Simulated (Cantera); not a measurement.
A Cantera script and what it prints.

```python
import numpy as np
import cantera as ct

gas_names = """
    C CN CO CO2 C2 CCN CNC C2N2 C2O C3 C3O2 C4 C4N2 C5 N NCO NO NO2 NO3 N2 N2O O O2 O3 Si SiC SiC2 SiN
    SiO SiO2 Si2 Si2C Si2N Si3
""".split()
cond_names = """
    C(gr) Si(cr) Si(L) SiC(b) SiO2(Lqz) SiO2(hqz) SiO2(L) Si2N2O(s) Si3N4(a)
""".split()


def load(file, names, dense=False):
    # The tables refer to 1 bar. Condensed volumes are neglected.
    table = {s.name: s for s in ct.Species.list_from_file(file)}
    out = []
    for n in names:
        d = dict(table[n].input_data)
        d["thermo"] = dict(d["thermo"], **{"reference-pressure": 1e5})
        if dense:
            d["equation-of-state"] = {"model": "constant-volume", "density": "1e6 g/cm^3"}
        out.append(ct.Species.from_dict(d))
    return out


gas = ct.Solution(thermo="ideal-gas", species=load("nasa_gas.yaml", gas_names))
cond = {s.name: ct.Solution(thermo="fixed-stoichiometry", species=[s], name=s.name)
        for s in load("nasa_condensed.yaml", cond_names, dense=True)}
atoms = {
    'SiC': {'Si': 1, 'C': 1},
    'N2O': {'N': 2, 'O': 1},
    'N2': {'N': 2},
}
top_T = {'C(gr)': 4500, 'SiC(b)': 3050, 'Si2N2O(s)': 2100, 'Si3N4(a)': 2400}  # K; cautious upper limits of use, not melting points


def equilibrate(T, P, feed):
    n = {}
    for name, mol in feed.items():
        for a, k in atoms[name].items():
            n[a] = n.get(a, 0.0) + k * mol
    gas.TPX = T, P, n
    mass = sum(n.values()) * gas.mean_molecular_weight
    gas.equilibrate("TP")
    valid = [c for c in cond.values() if c.min_temp <= T <= top_T.get(c.name, c.max_temp)]
    mix = ct.Mixture([(gas, mass / gas.mean_molecular_weight)] + [(c, 0.0) for c in valid])
    mix.T, mix.P = T, P
    mix.equilibrate("TP", solver="vcs", rtol=1e-11, max_steps=5000)
    return mix


results = []
feed = {'SiC': 1, 'N2O': 0.017, 'N2': 4.2}  # mol
P = 0.13  # Pa
for T in [1048, 1098, 1148, 1198, 1248, 1298, 1348]:
    mix = equilibrate(T, P, feed)
    results.append((T, P, feed, dict(zip(mix.species_names, mix.species_moles))))

top = {s: max(r[3][s] / sum(r[3][g] for g in gas_names) for r in results) for s in gas_names}
cols = sorted((s for s in top if top[s] > 1e-06), key=lambda s: -top[s])[:9]
seen = [c for c in cond_names if any(r[3].get(c, 0) > 1e-12 for r in results)]
print("log10 of partial pressures in bar; condensed amounts in mol")
print(f"{'T/K':>10s}" + "".join(f"{s[:9]:>10s}" for s in cols + seen))
for T, P, feed, n in results:
    ng = sum(n[g] for g in gas_names)
    print(f"{T:10.4g}" + "".join(f"{np.log10(max(n[s] / ng * P / 1e5, 1e-99)):10.3f}" for s in cols)
          + "".join(f"{n.get(c, 0):10.4g}" for c in seen))
```

It prints:

```
log10 of partial pressures in bar; condensed amounts in mol
       T/K        N2        CO       SiO        Si     C(gr)    SiC(b) Si2N2O(s)
      1048    -5.886    -9.830   -13.724   -17.915   0.03257     0.967   0.01652
      1098    -5.887    -8.457   -12.055   -16.675         0    0.9887  0.005665
      1148    -5.887    -8.458   -10.951   -15.128         0    0.9887  0.005642
      1198    -5.887    -8.462    -9.942   -13.709         0    0.9888  0.005419
      1248    -5.887    -8.499    -9.026   -12.395         0    0.9897  0.003626
      1298    -5.888    -8.583    -8.584   -11.358         0    0.9915         0
      1348    -5.888    -8.582    -8.585   -10.644         0    0.9915         0
```

Cantera equilibrium calculation (NASA polynomials, part measured and part estimated; ideal gas, pure solids and liquids). Mutual solubility and eutectic melting of coexisting phases are not modelled.
